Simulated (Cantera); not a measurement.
Input: 1 mol CCl4, 1.3 mol Si, 1 mol H2, equilibrated at 0.000500 bar.

Equilibrium computed with Cantera from the NASA thermochemical tables; the gas is ideal and each condensed phase is pure. Candidate condensed phases: C, C6H6, C7H8, C8H18, Si, SiC; 123 gas species. Ions and electrons are included (thermal ionisation). The tables' values for SiCl are old estimates; treat these amounts as uncertain. Kinetics and transport are ignored. All values below are at 2227 °C.

Base state: Cl 0.505, H 0.171, Si 0.146, HCl 0.0965, SiC2 0.0377, H2 0.0231, SiCl2 0.00912, SiCl 0.00889 (mole fractions); condensed: C(graphite).

Problem. What changes in the equilibrium state with this change: pressure from 0.000500 bar to 0.00110 bar?

Solution. 
```tsv
species	before	after
Cl	0.505	0.460
HCl	0.0965	0.151
Si	0.146	0.135
H	0.171	0.134
SiCl2	0.00912	0.0339
SiCl	0.00889	0.0165
H2	0.0231	0.0310
SiC2	0.0377	0.0350
SiCl3	7.40e-6	5.52e-5
C2	9.16e-5	4.16e-5
C3	0.000994	0.000452
C	0.000333	0.000151
Si2C	0.00133	0.00252
C(graphite), mol	0.483	0.568
```
The tables' values for SiCl, SiCl3 are old estimates; treat these amounts as uncertain.
